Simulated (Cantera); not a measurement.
A perfectly stirred reactor is fed with H2 : O2 : N2 = 0.74 : 1 : 4.4 (molar parts), at 53000 Pa; it is held at 1275 K, and followed from long to short residence time.

Cantera simulation using GRI-Mech 3.0 (53 species, 325 reactions); the numbers are that mechanism's predictions, not measurements. The temperature is held fixed by assumption; the heat of reaction is taken as removed at once.

**Question.** What does this change do: 0.42 parts H2O added?

**Answer.** 
```csv
quantity,before,after
x(H2) at τ = 2.00 s,4.24e-5,4.25e-5
x(O2) at τ = 2.00 s,0.109,0.102
x(H2O2) at τ = 2.00 s,1.90e-7,2.04e-7
x(H) at τ = 2.00 s,1.17e-6,9.06e-7
x(NO) at τ = 2.00 s,8.29e-7,4.88e-7
x(H2) at τ = 37.0 ms,0.000581,0.000597
x(O2) at τ = 37.0 ms,0.109,0.102
x(H2O2) at τ = 37.0 ms,1.05e-6,1.20e-6
x(H) at τ = 37.0 ms,6.45e-5,5.00e-5
x(NO) at τ = 37.0 ms,3.66e-7,2.14e-7
```

**Question.** What does this change do: temperature 1275 to 750 K?

**Answer.** 
```tsv
quantity	before	after
x(H2) at τ = 2.00 s	4.24e-5	0.121
x(O2) at τ = 2.00 s	0.109	0.163
x(H2O2) at τ = 2.00 s	1.90e-7	9.53e-9
x(H) at τ = 2.00 s	1.17e-6	<1e-12
x(NO) at τ = 2.00 s	8.29e-7	<1e-12
x(H2) at τ = 37.0 ms	0.000581	0.121
x(O2) at τ = 37.0 ms	0.109	0.163
x(H2O2) at τ = 37.0 ms	1.05e-6	2.09e-12
x(H) at τ = 37.0 ms	6.45e-5	<1e-12
x(NO) at τ = 37.0 ms	3.66e-7	<1e-12
```
Below about 950 K walls govern HO2 and H2O2 in real vessels.
